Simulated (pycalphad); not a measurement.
Computed with pycalphad from the COST 507 light-alloy database (1999), at 1 atm. The database dates from 1999; later assessments differ in places, in temperatures and in the compounds included.

Si-0.67Al (at.%): equilibrium cooling sequence

| T (°C) | phases above | phases below |
|---|---|---|
| 1410.7 | liquid | diamond (Si) + liquid |
| 577.0 | diamond (Si) + liquid | diamond (Si) + fcc |

Changes were sought between steps of 25 K, so a narrower field can be missed.
